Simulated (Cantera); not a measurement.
Feed: 1 mol TiO2, 1.3 mol H2, equilibrated at 2098 K and 370000 Pa.

Cantera equilibrium calculation (NASA polynomials, part measured and part estimated; ideal gas, pure solids and liquids). Candidate condensed phases: H2O, Ti, TiO, TiO2, Ti2O3, Ti3O5, Ti4O7; 12 gas species. Condensed phases not in the tables: Magnéli phases beyond Ti4O7. The numbers say what is thermodynamically allowed, not how fast it happens.

Q: What is the equilibrium state?

A: 
| Property | Value |
|---|---|
| x(H2) | 0.806 |
| x(H2O) | 0.192 |
| x(H) | 0.00144 |
| x(OH) | 4.06e-5 |
| n(Ti4O7(l)) | 0.250 mol |
| gas amount | 1.301 mol |
| log10 activity of Ti3O5(l) (absent) | -0.22 |
| log10 activity of Ti2O3(s) (absent) | -0.79 |
| log10 activity of Ti(l) (absent) | -6.58 |
